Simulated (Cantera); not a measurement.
Charge: 1 mol TiC, 0.35 mol C, 2.8 mol H2, at 1825 K and 58000 Pa.

Method: chemical equilibrium by Gibbs-energy minimisation in Cantera with the NASA 1993 tables (ideal gas, pure condensed phases). Candidate condensed phases: C, C6H6, C7H8, C8H18, Ti, TiC; 77 gas species. TiC: taken at fixed stoichiometry. The numbers say what is thermodynamically allowed, not how fast it happens.

Base state: H2 0.999, H 0.000578, CH4 0.000410, C2H2 (acetylene) 0.000215 (mole fractions); condensed: C(graphite) + TiC(s).

Problem. What changes in the equilibrium state with this change: temperature from 1825 K to 2725 K?

Solution. 
| species | before | after |
|---|---|---|
| H2 | 0.999 | 0.898 |
| H | 0.000578 | 0.0777 |
| C2H2 (acetylene) | 0.000215 | 0.0232 |
| Ti | <1e-9 | 3.70e-5 |
| C2H | 1.21e-9 | 0.000222 |
| C3 | <1e-9 | 2.11e-5 |
| C(graphite), mol | 0.348 | 0.210 |
| TiC(s), mol | 1.00 | 1.000 |
